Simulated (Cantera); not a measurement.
A freely propagating, adiabatic, planar premixed flame of CH4 : H2 : O2 : N2 : H2O = 0.78 : 0.042 : 1.68 : 6.33 : 0.3 (molar parts), equivalence ratio 0.94, unburnt at 475 K and 0.217 atm; mixture-averaged transport, grid criteria slope 0.08 and curve 0.16, no radiation.

Model: GRI-Mech 3.0 (53 species, 325 reactions), integrated in Cantera. Burning velocities carry a grid error of a few per cent, more on coarse grids.

Q: Predict: laminar burning velocity; thermal thickness; peak x(CO); peak x(C2H6); peak x(CH2).

A: laminar burning velocity: 107 cm/s
thermal thickness: 1.44 mm
peak x(CO): 0.0486
peak x(C2H6): 0.000852
peak x(CH2): 4.39e-5
